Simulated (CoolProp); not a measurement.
Vapour-liquid equilibrium of trans-2-butene (1) + acetone (2) at 266.2 K; x and y are mole fractions of (1).

Model: multi-fluid Helmholtz-energy mixture model, Lemmon 2005 and Lemmon 2006; pair parameters Bell 2016, in CoolProp.

```
x      bubble pressure, mixture model (bar)  bubble pressure, Raoult's law (bar)  y, mixture model  y, Raoult's law
-----  ------------------------------------  -----------------------------------  ----------------  ---------------
0.05                                 0.1875                              0.09763             0.674            0.381
0.125                                0.3355                               0.1486             0.828            0.626
0.2                                  0.4427                               0.1997             0.876            0.745
0.275                                0.5167                               0.2507             0.899            0.816
0.35                                 0.5658                               0.3017             0.911            0.863
0.425                                0.5974                               0.3527             0.919            0.896
0.5                                  0.6182                               0.4038             0.924            0.921
0.575                                0.6331                               0.4548             0.928            0.941
0.65                                 0.6462                               0.5058             0.932            0.956
0.725                                0.6604                               0.5568             0.937            0.969
0.8                                  0.6776                               0.6078             0.945            0.979
0.875                                0.6992                               0.6589             0.958            0.988
0.95                                 0.7250                               0.7099             0.979            0.996
```

The largest gap from Raoult's law is +125.8 % in bubble pressure, at x = 0.125. No azeotrope shows between x = 0.05 and 0.95.

The pair parameters rest on a limited set of measurements; away from them the model extrapolates. With so large a gap from Raoult's law the liquid may split in two, which this calculation doesn't test in full.
